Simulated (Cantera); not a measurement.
A closed system holds: 1 mol TEOS, 0.88 mol O₃, 0.88 mol H₂, held at 0.100 bar.

Method: chemical equilibrium by Gibbs-energy minimisation in Cantera with the NASA 1993 tables (ideal gas, pure condensed phases). Candidate condensed phases: C, C₆H₆, C₇H₈, C₈H₁₈, H₂O, Si, SiC, SiO₂; 123 gas species. The feed counts by its element totals alone. The tables hold silica as quartz up to 1696 K and as liquid above; real silica turns to tridymite and cristobalite and melts near 1996 K. Equilibrium is a limit: real reactors are often held back by kinetics, nucleation or transport.

x: gas mole fraction; n: condensed amount in mol.

| T (°C) | x H₂ | x CO | x H₂O | x CO₂ | x CH₄ | n C(graphite) | n SiO₂(β-quartz) | n SiC(s) |
|---|---|---|---|---|---|---|---|---|
| 602 | 0.687 | 0.196 | 0.0549 | 0.0414 | 0.0206 | 4.41 | 1.00 | 0 |
| 677 | 0.694 | 0.269 | 0.0174 | 0.0121 | 0.00807 | 3.68 | 1.00 | 0 |
| 752 | 0.697 | 0.291 | [?] | [?] | [?] | 3.43 | 1.00 | 0 |
| 827 | 0.699 | 0.297 | 0.00186 | 0.000778 | 0.00175 | 3.37 | 1.00 | 0 |
| 902 | 0.700 | 0.298 | 0.000724 | 0.000241 | 0.000938 | 3.36 | 1.00 | 0 |
| 977 | 0.700 | 0.299 | [?] | [?] | [?] | 3.36 | 1.00 | 0 |
| 1052 | 0.701 | 0.299 | 0.000151 | 3.45e-5 | 0.000330 | 3.36 | 1.000 | 0 |
| 1127 | 0.701 | 0.299 | 7.80e-5 | 1.53e-5 | 0.000212 | 3.36 | 1.000 | 0 |
| 1202 | 0.701 | 0.299 | 4.32e-5 | 7.43e-6 | 0.000143 | 3.36 | 0.998 | 0 |
| 1277 | 0.621 | 0.378 | 2.84e-5 | 6.19e-6 | 7.84e-5 | 0.391 | 0 | 0.984 |
| 1352 | 0.621 | 0.378 | 1.75e-5 | 3.43e-6 | 5.67e-5 | 0.401 | 0 | 0.979 |
| 1427 | 0.621 | 0.377 | 1.13e-5 | 2.01e-6 | 4.22e-5 | 0.412 | 0 | 0.973 |

**Question.** Complete the blanks.

**Answer.** 
- 752, x H₂O: 0.00539
- 752, x CO₂: 0.00292
- 752, x CH₄: 0.00357
- 977, x H₂O: 0.000315
- 977, x CO₂: 8.59e-5
- 977, x CH₄: 0.000539
